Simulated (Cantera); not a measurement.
Input: 1 mol B2O3, 0.9 mol BCl3, 0.8 mol N2.

Cantera equilibrium calculation (NASA polynomials, part measured and part estimated; ideal gas, pure solids and liquids). Candidate condensed phases: B, BN, B2O3; 25 gas species. N2 is the only nitrogen source here; it is nearly inert below about 1500 K, so the nitride shown seldom forms there in practice. Mutual solubility and eutectic melting of coexisting phases are not modelled. The tables' values for BCl2 are old estimates. The numbers say what is thermodynamically allowed, not how fast it happens.

Problem. What condenses at these points (T in °C, P in Pa): (1527, 320); (627, 24000); (1327, 5600); (827, 24000); (1027, 24000); (1227, 1300)?

Solution. 
| T (°C) | P in Pa | condensed phases | B condensed (%) |
|---|---|---|---|
| 1527 | 320 | gas only | 0.0 |
| 627 | 24000 | B2O3 | 60.0 |
| 1327 | 5600 | B2O3 | 50.8 |
| 827 | 24000 | B2O3 | 56.7 |
| 1027 | 24000 | B2O3 | 54.5 |
| 1227 | 1300 | BN + B2O3 | 51.6 |
